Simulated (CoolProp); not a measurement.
Vapour-liquid equilibrium of carbon dioxide (1) + propylene (2) at 9.82 bar; x and y are mole fractions of (1).

The numbers come from the multi-fluid Helmholtz-energy mixture model, Span 1996 and Lemmon 2013; pair parameters Bell 2016 in CoolProp.

**Question.** Give the bubble temperature and the first vapour's composition at x = 0.05, 0.15, 0.75. Is there an azeotrope?

**Answer.** x = 0.05: 280.9 K, y = 0.254; x = 0.15: 265.0 K, y = 0.557; x = 0.75: 236.9 K, y = 0.917. No azeotrope shows between x = 0.05 and 0.95.

The pair parameters rest on a limited set of measurements; away from them the model extrapolates.
